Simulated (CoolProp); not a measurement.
Vapour-liquid equilibrium of R134a (1) + R1234ze(E) (2) at -43.75 °C; x and y are mole fractions of (1).

The numbers come from the multi-fluid Helmholtz-energy mixture model, Tillner-Roth 1994 and Thol 2016; pair parameters Bell 2022 in CoolProp.

```csv
x,"bubble pressure, mixture model (MPa)","bubble pressure, Raoult's law (MPa)","y, mixture model","y, Raoult's law"
0.05,0.03116,0.03055,(withheld),0.069
0.125,0.03274,0.03145,0.194,0.167
0.2,0.03411,0.03234,0.287,0.259
0.275,(withheld),0.03324,(withheld),0.347
0.35,0.03635,0.03413,0.442,0.430
0.425,0.03728,0.03503,0.511,0.508
0.5,0.03812,0.03593,0.577,0.583
0.575,0.03887,0.03682,(withheld),0.654
0.65,(withheld),0.03772,0.703,0.722
0.725,0.04016,0.03861,0.765,0.787
0.8,0.04071,0.03951,0.828,0.848
0.875,0.04120,0.04040,(withheld),0.907
0.95,(withheld),0.04130,0.956,0.964
```

Some entries are withheld; supply them.


- 0.05, y, mixture model: 0.085
- 0.275, bubble pressure, mixture model (MPa): 0.03530
- 0.275, y, mixture model: 0.368
- 0.575, y, mixture model: 0.641
- 0.65, bubble pressure, mixture model (MPa): 0.03955
- 0.875, y, mixture model: 0.892
- 0.95, bubble pressure, mixture model (MPa): 0.04164

The largest gap from Raoult's law is +6.5 % in bubble pressure, at x = 0.35. No azeotrope shows between x = 0.05 and 0.95.

The pair parameters rest on a limited set of measurements; away from them the model extrapolates.
